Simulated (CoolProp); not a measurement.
Tetrahydrofuran at several states: density (kg/m³) from the reference equation and from simpler models built on Tc = 267.0 °C, pc = 53.04 bar, ω = 0.234; each cubic takes its own stable root.

Values from CoolProp's reference Helmholtz-energy equation of state, Fiedler 2023.

```
T (°C)  p (bar)   phase  reference  van der Waals  Redlich-Kwong  Soave-Redlich-Kwong
------  -------  ------  ---------  -------------  -------------  -------------------
69.15      0.13     gas     0.3305         0.3301         0.3303               0.3304
-98.65     3.62  liquid       1014          608.5          906.8                910.9
31.05      10.7  liquid      876.2          539.4          796.1                814.7
```
